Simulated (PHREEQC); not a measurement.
PHREEQC input (ion-association model, phreeqc.dat):

```
SOLUTION 1
  temp 33
  units mol/kgw
  pH 7 charge
  S(6) 0.021
  Ca 0.003
  Na 0.036
  Si 0.00094
SOLUTION 2
  temp 33
  units mol/kgw
  pH 7 charge
  S(6) 0.0069
  Na 0.00722
  B 0.00064
END
SELECTED_OUTPUT 1
  -reset false
  -pH true
  -pe true
  -ionic_strength true
  -water true
  -totals B Ca Na S Si S(-2) S(6)
  -molalities H+ Ca+2 Na+ H4SiO4 SO4-2 H3BO3 OH- O2 HSO4- S-2
    HS- H2S H2BO3- CaOH+ CaSO4 CaHSO4+ NaOH NaSO4- H3SiO4- H2SiO4-2
  -equilibrium_phases Gypsum SiO2(a)
PRINT
  -reset false
MIX 1
  1 1
  2 0
EQUILIBRIUM_PHASES 1
  Gypsum 0 0
  SiO2(a) 0 0
  O2(g) -0.68 10
END
# ... the last block is repeated for the other 20 points of share of solution B
```

Selected output (columns that matter, 20 of 21 rows; share of solution B added in front):

```
share of solution B	pH	mu	B	Ca	Na	S	Si	m_H+	m_Ca+2	m_Na+	m_H4SiO4	m_SO4-2	m_H3BO3	m_OH-
0	6.4859	0.058286	0	0.003	0.036	0.021	0.00094	3.8628e-07	0.001797	0.034549	0.0009393	0.018346	0	6.9651e-08
0.05	3.846	0.056176	3.2e-05	0.00285	0.034561	0.020295	0.000893	0.00016824	0.001718	0.033205	0.000893	0.017648	3.2e-05	1.5912e-10
0.1	3.5379	0.054068	6.4e-05	0.0027	0.033122	0.01959	0.000846	0.00034144	0.0016385	0.031858	0.000846	0.016951	6.4e-05	7.8003e-11
0.15	3.3544	0.051963	9.6e-05	0.00255	0.031683	0.018885	0.000799	0.00051992	0.0015582	0.030508	0.000799	0.016256	9.6e-05	5.0956e-11
0.2	3.2219	0.04986	0.000128	0.0024	0.030244	0.01818	0.000752	0.00070401	0.0014772	0.029156	0.000752	0.015563	0.000128	3.7427e-11
0.25	3.1172	0.047759	0.00016	0.00225	0.028805	0.017475	0.000705	0.00089407	0.0013953	0.027802	0.000705	0.014872	0.00016	2.9306e-11
0.3	3.03	0.045663	0.000192	0.0021	0.027366	0.01677	0.000658	0.0010905	0.0013126	0.026444	0.000658	0.014184	0.000192	2.3888e-11
0.35	2.9548	0.04357	0.000224	0.00195	0.025927	0.016065	0.000611	0.0012937	0.0012289	0.025084	0.000611	0.013498	0.000224	2.0015e-11
0.4	2.8884	0.041481	0.000256	0.0018	0.024488	0.01536	0.000564	0.0015042	0.0011442	0.02372	0.000564	0.012816	0.000256	1.7107e-11
0.45	2.8285	0.039397	0.000288	0.00165	0.023049	0.014655	0.000517	0.0017224	0.0010584	0.022354	0.000517	0.012138	0.000288	1.4844e-11
0.55	2.723	0.035246	0.000352	0.00135	0.020171	0.013245	0.000423	0.0021846	0.00088299	0.019612	0.000423	0.010793	0.000352	1.1545e-11
0.6	2.6756	0.03318	0.000384	0.0012	0.018732	0.01254	0.000376	0.0024297	0.00079317	0.018237	0.000376	0.010127	0.000384	1.0305e-11
0.65	2.6309	0.031122	0.000416	0.00105	0.017293	0.011835	0.000329	0.0026852	0.00070176	0.016858	0.000329	0.0094668	0.000416	9.2541e-12
0.7	2.5885	0.029072	0.000448	0.0009	0.015854	0.01113	0.000282	0.0029518	0.00060859	0.015476	0.000282	0.0088125	0.000448	8.3517e-12
0.75	2.5479	0.027031	0.00048	0.00075	0.014415	0.010425	0.000235	0.0032305	0.00051348	0.01409	0.000235	0.0081647	0.00048	7.5682e-12
0.8	2.5088	0.025	0.000512	0.0006	0.012976	0.00972	0.000188	0.0035222	0.00041622	0.012701	0.000188	0.007524	0.000512	6.8811e-12
0.85	2.4711	0.022981	0.000544	0.00045	0.011537	0.009015	0.000141	0.003828	0.00031655	0.011308	0.000141	0.0068914	0.000544	6.2734e-12
0.9	2.4345	0.020973	0.000576	0.0003	0.010098	0.00831	9.4e-05	0.004149	0.00021419	0.0099116	9.4e-05	0.0062674	0.000576	5.7318e-12
0.95	2.3987	0.018979	0.000608	0.00015	0.008659	0.007605	4.7e-05	0.0044867	0.00010881	0.0085113	4.7e-05	0.0056532	0.000608	5.2459e-12
1	2.3636	0.016999	0.00064	0	0.00722	0.0069	0	0.0048424	0	0.0071072	0	0.0050496	0.00064	4.8071e-12
```
